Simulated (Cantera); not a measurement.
A freely propagating, adiabatic, planar premixed flame of 51.8 % H₂, 8.91 % O₂, 33.6 % N₂, 5.70 % H₂O, equivalence ratio 2.9, unburnt at 400 K and 2550 Torr; mixture-averaged transport, grid criteria slope 0.08 and curve 0.16, no radiation.

Computed with Cantera and the H2/O2 subset of GRI-Mech 3.0, which has no nitrogen chemistry. The hydrogen kinetics of GRI-Mech 3.0 are dated; newer H2 mechanisms differ, most at raised pressure. Burning velocities carry a grid error of a few per cent, more on coarse grids.

Task: Predict: laminar burning velocity; thermal thickness; peak x(OH); peak x(H); peak x(HO₂).

Result: 
```json
{
 "laminar_burning_velocity": "271 cm/s",
 "thermal_thickness": "0.0916 mm",
 "peak x(OH)": "0.000752",
 "peak x(H)": "0.0240",
 "peak x(HO₂)": "0.000781"
}
```
